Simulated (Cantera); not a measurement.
What does this Cantera script print?

```python
import numpy as np
import cantera as ct

gas_names = """
    H HO2 H2 H2O H2O2 O OH O2 O3 Ti TiO TiO2
""".split()
cond_names = """
    H2O(s) H2O(L) Ti(a) Ti(b) Ti(L) TiO(a) TiO(b) TiO(L) TiO2(ru) TiO2(L) Ti2O3(a) Ti2O3(b) Ti2O3(L)
    Ti3O5(a) Ti3O5(b) Ti3O5(L) Ti4O7(s) Ti4O7(L)
""".split()


# ... load() reads the species with a 1 bar reference pressure and builds the phases ...
atoms = {
    'TiO2': {'Ti': 1, 'O': 2},
    'H2': {'H': 2},
    'H2O': {'H': 2, 'O': 1},
}
top_T = {}  # K; cautious upper limits of use, not melting points


# ... equilibrate(T, P, feed) seeds the gas with the atoms and calls Mixture.equilibrate('TP', solver="vcs", rtol=1e-11, max_steps=5000) ...
results = []
feed = {'TiO2': 1, 'H2': 340, 'H2O': 0.036}  # mol
P = 90000  # Pa
for T in [1950, 1975, 2000, 2025, 2050, 2075, 2100, 2125]:
    mix = equilibrate(T, P, feed)
    results.append((T, P, feed, dict(zip(mix.species_names, mix.species_moles))))

top = {s: max(r[3][s] / sum(r[3][g] for g in gas_names) for r in results) for s in gas_names}
cols = sorted((s for s in top if top[s] > 0.001), key=lambda s: -top[s])[:5]
seen = [c for c in cond_names if any(r[3].get(c, 0) > 1e-12 for r in results)]
print("log10 of partial pressures in bar; condensed amounts in mol")
print(f"{'T/K':>10s}" + "".join(f"{s[:9]:>10s}" for s in cols + seen))
for T, P, feed, n in results:
    ng = sum(n[g] for g in gas_names)
    print(f"{T:10.4g}" + "".join(f"{np.log10(max(n[s] / ng * P / 1e5, 1e-99)):10.3f}" for s in cols)
          + "".join(f"{n.get(c, 0):10.4g}" for c in seen))
```

Output:

```
log10 of partial pressures in bar; condensed amounts in mol
       T/K        H2         H       H2O  Ti2O3(b)  Ti2O3(L)
      1950    -0.047    -2.964    -2.848       0.5         0
      1975    -0.047    -2.887    -2.848       0.5         0
      2000    -0.047    -2.812    -2.849    0.4999         0
      2025    -0.047    -2.739    -2.849    0.4999         0
      2050    -0.047    -2.668    -2.849    0.4998         0
      2075    -0.048    -2.598    -2.849    0.4997         0
      2100    -0.048    -2.530    -2.849    0.4996         0
      2125    -0.048    -2.464    -2.849         0    0.4994
```

Cantera equilibrium calculation (NASA polynomials, part measured and part estimated; ideal gas, pure solids and liquids).
